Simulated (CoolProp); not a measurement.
CH3F (R41) along the isobar 0.968 MPa: fugacity coefficient from the reference equation and from simpler models built on Tc = 317.3 K, pc = 5.906 MPa, ω = 0.200; each cubic takes its own stable root.

The numbers come from the reference Helmholtz-energy equation of state, Lemmon 2006 in CoolProp. It is a short technical equation, of lower accuracy than the large ones.

| T (K) | phase | reference |
|---|---|---|
| 241.7 | liquid | 0.7031 |
| 254.7 | gas | 0.8656 |
| 267.6 | gas | 0.8872 |
| 280.6 | gas | 0.9042 |
| 293.5 | gas | 0.9177 |
| 306.5 | gas | 0.9288 |
| 319.5 | gas | 0.9379 |
| 332.4 | gas | 0.9455 |
| 345.4 | gas | 0.9519 |
| 358.3 | gas | 0.9574 |
| 371.3 | gas | 0.9622 |
| 384.2 | gas | 0.9663 |
| 397.2 | gas | 0.9698 |
| 410.1 | gas | 0.9730 |
| 423.1 | gas | 0.9757 |

Q: How far does each simpler model (Redlich-Kwong, Peng-Robinson) lie from the reference over these 15 states: mean and median of the absolute difference, and the worst?

A: 
- Redlich-Kwong: mean 2.6 %, median 0.7 %, worst +25.3 % at 241.7 K and 0.968 MPa
- Peng-Robinson: mean 0.6 %, median 0.1 %, worst +3.2 % at 241.7 K and 0.968 MPa

At some of these states Redlich-Kwong gives the other phase, because its saturation line lies elsewhere.
